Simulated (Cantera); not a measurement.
A diamond (100) surface in a fixed gas of H2 with x(CH4) = 0.0064, x(H) = 0.0003, at 1375 K, 120 Torr; coverages are run to steady state.

Detailed kinetics in Cantera: the Harris–Goodwin 1993 mechanism for the reconstructed diamond (100) surface.

One state of this run: growth (µm/h) = 0.0397; θ c6HH = 0.530; θ c6H* = 0.0435; θ c6*H = 0.413; θ c6** = 0.0128; θ c6HM = 9.08e-6. θ: site fractions in the mechanism's names (c6HH fully hydrogenated, c6H* and c6*H radical sites, c6** diradical, c6HM methylated).

Which value of x(CH3) does it belong to?
(A) 0.00017
(B) 3.9e-05
(C) 9.1e-06
(D) 0.00036

C, 9.1e-06
